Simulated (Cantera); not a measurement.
Cantera with NASA thermochemical tables; ideal gases at 1 bar, condensed phases pure. Values are per mole of reaction as written; species without (g) are pure solids or liquids, kept so even where they would boil at 1 bar.

H₂(g) + 2 Nb₂O₅ = H₂O₂(g) + 4 NbO₂, with ΔH° = 482.9 kJ and ΔS° = 47.0 J/K at 300 K.

Problem. How far is the shortcut ΔG° ≈ ΔH°(300 K) − T·ΔS°(300 K) from the full temperature-dependent value at 1323, 1373, 1423, 1473, 1523, 1573, 1623, 1673 K?

Solution. 
```json
[
 {"T (K)": "1323", "shortcut (kJ)": "420.8", "full (kJ)": "425.3", "difference (kJ)": "-4.5", "difference in log10 K": "0.18"},
 {"T (K)": "1373", "shortcut (kJ)": "418.5", "full (kJ)": "422.3", "difference (kJ)": "-3.9", "difference in log10 K": "0.15"},
 {"T (K)": "1423", "shortcut (kJ)": "416.1", "full (kJ)": "419.3", "difference (kJ)": "-3.2", "difference in log10 K": "0.12"},
 {"T (K)": "1473", "shortcut (kJ)": "413.8", "full (kJ)": "416.3", "difference (kJ)": "-2.5", "difference in log10 K": "0.09"},
 {"T (K)": "1523", "shortcut (kJ)": "411.4", "full (kJ)": "413.2", "difference (kJ)": "-1.8", "difference in log10 K": "0.06"},
 {"T (K)": "1573", "shortcut (kJ)": "409.1", "full (kJ)": "410.2", "difference (kJ)": "-1.1", "difference in log10 K": "0.04"},
 {"T (K)": "1623", "shortcut (kJ)": "406.7", "full (kJ)": "407.1", "difference (kJ)": "-0.4", "difference in log10 K": "0.01"},
 {"T (K)": "1673", "shortcut (kJ)": "404.4", "full (kJ)": "404.0", "difference (kJ)": "0.3", "difference in log10 K": "-0.01"}
]
```
The shortcut ignores the heat-capacity change of the reaction.
